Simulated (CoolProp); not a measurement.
A Linde-Hampson liquefier for ethylene: isothermal reversible compression at 320 K from 1 atm to 30 MPa, throttling to 1 atm, return gas leaving the recuperator 0 K below the feed. Each further row changes one setting.

Computed with CoolProp (reference Helmholtz-energy equation of state, Smukala 2000).

| case | liquid yield per pass | compression work (kJ/kg of gas) |
|---|---|---|
| as stated | 0.429 | 444 |
| high pressure 60 MPa | 0.410 | 513 |
| warm-end temperature 350 K | 0.357 | 512 |
| warm-end gap 5 K | 0.422 | 444 |
